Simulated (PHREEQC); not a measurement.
PHREEQC input (ion-association model, wateq4f.dat):

```
SOLUTION 1
  temp 20
  units mol/kgw
  pH 7 charge
  Cl 0.29088
  Ca 0.00023
  Cu(2) 0.00021
SOLUTION 2
  temp 20
  units mol/kgw
  pH 7 charge
  S(6) 0.0025
  Na 0.0025
END
SELECTED_OUTPUT 1
  -reset false
  -pH true
  -pe true
  -ionic_strength true
  -water true
  -totals Ca Cl Cu Na S Cu(1) Cu(2) S(-2) S(6)
  -molalities H+ Ca+2 Cl- Cu+2 Na+ SO4-2 CaSO4 NaSO4- CaOH+ HSO4-
    H2S HS- S-2 O2 OH- CaHSO4+ CuCl2- CuCl3-2 Cu+ CuCl+
    CuCl2 CuCl3- CuCl4-2 CuOH+ Cu(OH)2 Cu(OH)3- Cu(OH)4-2 Cu2(OH)2+2 CuSO4 Cu(HS)3-
  -saturation_indices Gypsum Portlandite Cu(OH)2 Brochantite Antlerite Atacamite Halite Mirabilite Chalcanthite
PRINT
  -reset false
MIX 1
  1 1
  2 0
EQUILIBRIUM_PHASES 1
  O2(g) -0.68 10
END
# ... the last block is repeated for the other 10 points of share of solution B
```

Selected output (columns that matter, 11 of 11 rows; share of solution B added in front):

```
share of solution B	pH	mu	Ca	Cl	Cu	Na	S	si_Gypsum	si_Portlandite	si_Cu(OH)2	si_Brochantite	si_Antlerite	si_Atacamite	si_Halite
0	0.64292	0.29125	0.00023	0.29088	0.00021	0	0	-1000	-26.08	-11.836	-1000	-1000	-14.925	-1000
0.1	0.68649	0.26244	0.000207	0.26179	0.000189	0.00025	0.00025	-4.6966	-26.027	-11.776	-33.551	-23.556	-14.888	-6.0493
0.2	0.73517	0.23364	0.000184	0.2327	0.000168	0.0005	0.0005	-4.3846	-25.968	-11.709	-33.03	-23.102	-14.848	-5.7907
0.3	0.7903	0.20486	0.000161	0.20362	0.000147	0.00075	0.00075	-4.1963	-25.9	-11.633	-32.609	-22.756	-14.805	-5.6627
0.4	0.85389	0.17609	0.000138	0.17453	0.000126	0.001	0.001	-4.0578	-25.822	-11.547	-32.206	-22.439	-14.757	-5.5931
0.5	0.929	0.14734	0.000115	0.14544	0.000105	0.00125	0.00125	-3.946	-25.73	-11.447	-31.786	-22.12	-14.703	-5.5618
0.6	1.0208	0.11863	9.2e-05	0.11635	8.4e-05	0.0015	0.0015	-3.8509	-25.617	-11.327	-31.324	-21.777	-14.642	-5.5631
0.7	1.1389	0.089976	6.9e-05	0.087264	6.3e-05	0.00175	0.00175	-3.7683	-25.474	-11.176	-30.78	-21.386	-14.572	-5.6007
0.8	1.3045	0.061449	4.6e-05	0.058176	4.2e-05	0.002	0.002	-3.7002	-25.277	-10.971	-30.091	-20.901	-14.49	-5.692
0.9	1.5837	0.033248	2.3e-05	0.029088	2.1e-05	0.00225	0.00225	-3.6747	-24.962	-10.649	-29.092	-20.224	-14.405	-5.9034
1	2.6914	0.0068613	0	0	0	0.0025	0.0025	-1000	-1000	-1000	-1000	-1000	-1000	-1000
```

Species that the database lacks are ignored.
